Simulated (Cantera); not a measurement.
# Premixed flame

A freely propagating, adiabatic, planar premixed flame of H2 : O2 : N2 : H2O = 1 : 0.263 : 1.3 : 0.2 (molar parts), equivalence ratio 1.9, unburnt at 675 K and 4.40 bar; mixture-averaged transport, grid criteria slope 0.08 and curve 0.16, no radiation.

Cantera simulation using the H2/O2 subset of GRI-Mech 3.0, which has no nitrogen chemistry; the numbers are that mechanism's predictions, not measurements. The hydrogen kinetics of GRI-Mech 3.0 are dated; newer H2 mechanisms differ, most at raised pressure. Burning velocities carry a grid error of a few per cent, more on coarse grids.

```
z (mm)   T (K)  u (m/s)   x H2      x O2   x H2O     x HO2       x H       x O
-------  -----  -------  -----  --------  ------  --------  --------  --------
-0.208     675     7.40  0.362    0.0952  0.0724     <1e-8     <1e-8     <1e-8
-0.138     675     7.40  0.362    0.0952  0.0724     <1e-8     <1e-8     <1e-8
-0.104     675     7.40  0.362    0.0952  0.0724   1.15e-7     <1e-8     <1e-8
-0.0692    676     7.40  0.361    0.0953  0.0726   6.34e-6   5.16e-8   2.91e-8
-0.0346    738     7.95  0.347    0.0952  0.0775  0.000626  0.000190   1.68e-5
-0.0173    980     10.3  0.314    0.0866   0.104  0.000582   0.00349  0.000241
0         1317     13.5  0.259    0.0611   0.161  0.000273    0.0158   0.00119
0.0173    1561     15.9  0.208    0.0297   0.223  0.000115    0.0298   0.00171
0.0346    1692     17.2  0.182    0.0115   0.258   4.17e-5    0.0358   0.00128
0.0692    1805     18.2  0.172   0.00188   0.278   6.59e-6    0.0334  0.000654
0.138     1893     19.0  0.175  0.000311   0.283   1.26e-6    0.0244  0.000339
0.277     1962     19.6  0.180  0.000114   0.286   5.23e-7    0.0157  0.000151
0.554     2011     20.0  0.183   4.17e-5   0.288   2.04e-7   0.00928   5.52e-5
```
x: mole fraction of selected species; z is measured from the peak of heat release.

| Property | Value |
|---|---|
| laminar burning velocity | 740 cm/s |
| thermal thickness | 0.0692 mm |
| peak x(HO2) | 0.000771 |
| peak x(H) | 0.0362 |
| peak x(O) | 0.00172 |
| grid points | 109 |
